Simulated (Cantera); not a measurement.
What does this Cantera script print?

```python
import numpy as np
import cantera as ct

gas = ct.Solution("gri30.yaml")
gas.TPX = 2100, 13332, {'CH4': 0.014, 'H2': 0.68, 'CO2': 0.013}
inlet = ct.Reservoir(gas, clone=True)

reactor = ct.IdealGasConstPressureReactor(gas, energy="off", clone=False)
exhaust = ct.Reservoir(gas, clone=True)
tau = [0.3, 0.15, 0.076, 0.038, 0.019, 0.0094, 0.0047, 0.0023, 0.0012, 0.00058, 0.00029][0]
for a, b in ((inlet, reactor), (reactor, exhaust)):
    ct.MassFlowController(a, b, mdot=lambda t: reactor.mass / tau)
net = ct.ReactorNet([reactor])
show = ['CH4', 'H2', 'CO2', 'C2H', 'C2H2', 'H2O', 'HO2']

rows = []
print(f"{'tau/s':>10s}{'T/K':>9s}" + "".join(f"{s:>11s}" for s in show))
for tau in [0.3, 0.15, 0.076, 0.038, 0.019, 0.0094, 0.0047, 0.0023, 0.0012, 0.00058, 0.00029]:
    net.initial_time = 0.0
    net.advance(30 * tau)
    before = gas.X
    net.advance(40 * tau)
    drift = np.max(np.abs(gas.X - before) / (gas.X + 1e-9))
    rows.append([gas.T, *gas[show].X, drift])
    print(f"{tau:10.3e}{gas.T:9.1f}" + "".join(f"{x:11.3e}" for x in gas[show].X))
```

Output:

```
     tau/s      T/K        CH4         H2        CO2        C2H       C2H2        H2O        HO2
 3.000e-01   2100.0  1.273e-03  9.506e-01  7.971e-05  9.534e-07  4.412e-03  8.856e-03  1.329e-13
 1.500e-01   2100.0  1.769e-03  9.493e-01  1.179e-04  1.112e-06  5.247e-03  1.106e-02  2.024e-13
 7.600e-02   2100.0  2.449e-03  9.480e-01  1.846e-04  1.219e-06  5.903e-03  1.308e-02  2.759e-13
 3.800e-02   2100.0  3.429e-03  9.468e-01  3.165e-04  1.243e-06  6.230e-03  1.471e-02  3.404e-13
 1.900e-02   2100.0  4.811e-03  9.459e-01  5.844e-04  1.162e-06  6.087e-03  1.573e-02  3.833e-13
 9.400e-03   2100.0  6.738e-03  9.453e-01  1.143e-03  9.771e-07  5.427e-03  1.600e-02  4.069e-13
 4.700e-03   2100.0  9.185e-03  9.451e-01  2.244e-03  7.221e-07  4.327e-03  1.541e-02  4.219e-13
 2.300e-03   2100.0  1.213e-02  9.461e-01  4.381e-03  4.329e-07  2.896e-03  1.359e-02  4.392e-13
 1.200e-03   2100.0  1.482e-02  9.484e-01  7.540e-03  2.053e-07  1.603e-03  1.061e-02  4.467e-13
 5.800e-04   2100.0  1.726e-02  9.528e-01  1.209e-02  5.251e-08  5.497e-04  6.193e-03  4.042e-13
 2.900e-04   2100.0  1.863e-02  9.572e-01  1.578e-02  6.755e-09  1.122e-04  2.562e-03  3.041e-13
```

Detailed kinetics in Cantera: GRI-Mech 3.0 (53 species, 325 reactions).
